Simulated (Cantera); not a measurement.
A perfectly stirred reactor is fed with 3.85 % C₂H₆, 96.2 % N₂, at 180000 Pa; it is held at 1400 K, and followed from long to short residence time.

Computed with Cantera and GRI-Mech 3.0 (53 species, 325 reactions). GRI-Mech 3.0 stops at C3 and has no aromatics, soot or wall deposition, so with more carbon than oxygen in the feed, carbon stays in small species such as C2H2 where larger ones or solid carbon would form.

x: mole fraction; the columns are a selection and need not sum to one.

```json
[
 {"τ (s)": "29", "x C₂H₆": "1.27e-5", "x CH₄": "0.0132", "x CH₂": "6.96e-11", "x CH₃": "5.06e-6", "x H": "9.68e-7", "x H₂": "0.0506"},
 {"τ (s)": "6.9", "x C₂H₆": "[?]", "x CH₄": "[?]", "x CH₂": "1.41e-10", "x CH₃": "[?]", "x H": "[?]", "x H₂": "0.0488"},
 {"τ (s)": "1.6", "x C₂H₆": "8.32e-5", "x CH₄": "0.0133", "x CH₂": "3.38e-10", "x CH₃": "1.12e-5", "x H": "2.10e-6", "x H₂": "0.0499"},
 {"τ (s)": "0.39", "x C₂H₆": "0.000201", "x CH₄": "0.0113", "x CH₂": "8.26e-10", "x CH₃": "1.63e-5", "x H": "3.70e-6", "x H₂": "0.0519"},
 {"τ (s)": "0.092", "x C₂H₆": "0.000513", "x CH₄": "0.00972", "x CH₂": "2.11e-9", "x CH₃": "2.46e-5", "x H": "6.34e-6", "x H₂": "0.0519"},
 {"τ (s)": "0.022", "x C₂H₆": "0.00141", "x CH₄": "0.00897", "x CH₂": "5.56e-9", "x CH₃": "4.00e-5", "x H": "9.66e-6", "x H₂": "0.0481"},
 {"τ (s)": "0.0052", "x C₂H₆": "[?]", "x CH₄": "[?]", "x CH₂": "[?]", "x CH₃": "[?]", "x H": "1.26e-5", "x H₂": "[?]"},
 {"τ (s)": "0.0012", "x C₂H₆": "0.0130", "x CH₄": "0.00525", "x CH₂": "3.88e-8", "x CH₃": "0.000134", "x H": "1.29e-5", "x H₂": "0.0241"},
 {"τ (s)": "0.00029", "x C₂H₆": "0.0273", "x CH₄": "0.00181", "x CH₂": "6.07e-8", "x CH₃": "0.000196", "x H": "1.04e-5", "x H₂": "0.00934"}
]
```

Some entries are withheld; supply them.


- 6.9, x C₂H₆: 3.22e-5
- 6.9, x CH₄: 0.0144
- 6.9, x CH₃: 7.54e-6
- 6.9, x H: 1.27e-6
- 0.0052, x C₂H₆: 0.00423
- 0.0052, x CH₄: 0.00802
- 0.0052, x CH₂: 1.53e-8
- 0.0052, x CH₃: 7.17e-5
- 0.0052, x H₂: 0.0389
